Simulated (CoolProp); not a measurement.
Model: reference Helmholtz-energy equation of state, Span 2000, in CoolProp.

Give the vapour pressure (MPa), enthalpy of vaporisation (kJ/kg), liquid cp (kJ/(kg K)), vapour Z of saturated nitrogen at -171.05 °C.


```csv
T (°C),p (MPa),enthalpy of vaporisation (kJ/kg),liquid cp (kJ/(kg K)),vapour Z
-171.05,0.898,156,2.38,0.801
```
